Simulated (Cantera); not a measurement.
Cantera with NASA thermochemical tables; ideal gases at 1 bar, condensed phases pure. Values are per mole of reaction as written; species without (g) are pure solids or liquids, kept so even where they would boil at 1 bar. ZrN: taken at fixed stoichiometry.

2 NH₃(g) + ZrO₂ → ZrN + NO₂(g) + 3 H₂(g), with ΔH° = 858.4 kJ and ΔS° = 235.4 J/K at 300 K.

Q: How far is the shortcut ΔG° ≈ ΔH°(300 K) − T·ΔS°(300 K) from the full temperature-dependent value at 1075, 1125, 1175, 1225, 1275, 1325, 1375, 1425, 1475 K?

A: 
| T (K) | shortcut (kJ) | full (kJ) | difference (kJ) | difference in log10 K |
|---|---|---|---|---|
| 1075 | 605.3 | 589.0 | 16.3 | -0.79 |
| 1125 | 593.5 | 575.8 | 17.7 | -0.82 |
| 1175 | 581.7 | 562.5 | 19.2 | -0.85 |
| 1225 | 569.9 | 549.3 | 20.7 | -0.88 |
| 1275 | 558.2 | 536.0 | 22.2 | -0.91 |
| 1325 | 546.4 | 522.7 | 23.7 | -0.93 |
| 1375 | 534.6 | 509.4 | 25.2 | -0.96 |
| 1425 | 522.9 | 496.2 | 26.7 | -0.98 |
| 1475 | 511.1 | 482.9 | 28.2 | -1.00 |
The shortcut ignores the heat-capacity change of the reaction.
